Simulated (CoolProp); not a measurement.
A closed Brayton cycle with carbon dioxide: compressor inlet 310.15 K and 8.5 MPa, high pressure 18.8 MPa, turbine inlet 630 K, compressor efficiency 0.85, turbine efficiency 0.93, recuperator effectiveness 0 (on enthalpy, no pinch check). Each further row changes one setting.

Values from CoolProp's reference Helmholtz-energy equation of state, Span 1996.

| case | thermal efficiency (%) | net work (kJ/kg) | compressor to turbine work | compressor exit (K) | turbine exit (K) |
|---|---|---|---|---|---|
| as stated | ? | 58.5 | 0.26 | 343.4 | 545.4 |
| turbine inlet 580 K | 13.1 | ? | ? | 343.4 | 498.8 |
| compressor inlet 320.15 K | 12.8 | ? | 0.44 | ? | 545.4 |
| high pressure 16 MPa | 10.8 | ? | ? | 336.4 | ? |
| recuperator effectiveness 0.5 | 18.3 | 58.5 | 0.26 | 343.4 | 545.4 |

Fill in the missing entries.


- as stated, thermal efficiency (%): 13.2
- turbine inlet 580 K, net work (kJ/kg): 50.2
- turbine inlet 580 K, compressor to turbine work: 0.29
- compressor inlet 320.15 K, net work (kJ/kg): 44.6
- compressor inlet 320.15 K, compressor exit (K): 380.9
- high pressure 16 MPa, net work (kJ/kg): 48.9
- high pressure 16 MPa, compressor to turbine work: 0.24
- high pressure 16 MPa, turbine exit (K): 562.4
